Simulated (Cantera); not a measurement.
Feed: 1 mol C2H4, 1 mol CO2, 38 mol H2, equilibrated at 0.100 bar.

Cantera equilibrium calculation (NASA polynomials, part measured and part estimated; ideal gas, pure solids and liquids). Candidate condensed phases: C, C6H6, C7H8, C8H18, H2O; 110 gas species. Kinetics and transport are ignored.

Problem. What share of the C ends up in condensed phases as a function of T (°C), at 700, 900, 1100, 1300, 1500, 1700, 1900, 2100, 2300, 2500, 2700?

Solution. 
| T (°C) | C condensed (%) | as |
|---|---|---|
| 700 | 21.6 | C(graphite) |
| 900 | 31.1 | C(graphite) |
| 1100 | 32.7 | C(graphite) |
| 1300 | 33.1 | C(graphite) |
| 1500 | 32.9 | C(graphite) |
| 1700 | 31.6 | C(graphite) |
| 1900 | 27.4 | C(graphite) |
| 2100 | 17.2 | C(graphite) |
| 2300 | 0.0 | - |
| 2500 | 0.0 | - |
| 2700 | 0.0 | - |
